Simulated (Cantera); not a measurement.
Premixed flame

A freely propagating, adiabatic, planar premixed flame of 9.51 % CH4, 19.0 % O2, 71.5 % N2, equivalence ratio 1.0, unburnt at 500 K and 1.50 bar; unity-Lewis-number transport, grid criteria slope 0.08 and curve 0.16, no radiation.

Detailed kinetics in Cantera: GRI-Mech 3.0 (53 species, 325 reactions). Unity Lewis numbers drop preferential diffusion, which matters most where H2 and H carry the flame. Burning velocities carry a grid error of a few per cent, more on coarse grids.

| z (mm) | T (K) | u (m/s) | x CH4 | x O2 | x HO2 | x CH3 | x O | x CO |
|---|---|---|---|---|---|---|---|---|
| -0.895 | 500 | 0.609 | 0.0950 | 0.190 | 3.76e-8 | 1.47e-8 | <1e-8 | 1.11e-5 |
| -0.597 | 504 | 0.614 | 0.0948 | 0.190 | 4.06e-7 | 1.64e-7 | <1e-8 | 0.000121 |
| -0.448 | 517 | 0.629 | 0.0940 | 0.189 | 1.68e-6 | 7.40e-7 | <1e-8 | 0.000508 |
| -0.298 | 601 | 0.734 | 0.0887 | 0.181 | 9.63e-6 | 6.92e-6 | <1e-8 | 0.00311 |
| -0.149 | 1011 | 1.25 | 0.0611 | 0.139 | 4.61e-5 | 0.000203 | 1.47e-6 | 0.0166 |
| -0.0746 | 1415 | 1.76 | 0.0321 | 0.0951 | 0.000104 | 0.00129 | 5.01e-5 | 0.0309 |
| 0 | 1825 | 2.31 | 0.00503 | 0.0462 | 6.56e-5 | 0.00145 | 0.00110 | 0.0440 |
| 0.0746 | 1972 | 2.49 | 0.000121 | 0.0256 | 1.17e-5 | 5.90e-5 | 0.00370 | 0.0393 |
| 0.149 | 2026 | 2.55 | 1.78e-6 | 0.0210 | 7.94e-6 | 9.84e-7 | 0.00394 | 0.0329 |
| 0.298 | 2095 | 2.63 | <1e-8 | 0.0177 | 5.72e-6 | <1e-8 | 0.00313 | 0.0274 |
| 0.597 | 2172 | 2.71 | <1e-8 | 0.0146 | 3.73e-6 | <1e-8 | 0.00206 | 0.0231 |
| 1.19 | 2243 | 2.78 | <1e-8 | 0.0116 | 2.32e-6 | <1e-8 | 0.00122 | 0.0189 |
| 2.39 | 2293 | 2.83 | <1e-8 | 0.00923 | 1.57e-6 | <1e-8 | 0.000747 | 0.0153 |
x: mole fraction of selected species; z is measured from the peak of heat release.

```json
{
 "laminar_burning_velocity": "60.9 cm/s",
 "thermal_thickness": "0.298 mm",
 "peak x(HO2)": "0.000119",
 "peak x(CH3)": "0.00208",
 "peak x(O)": "0.00402",
 "peak x(CO)": "0.0444"
}
```
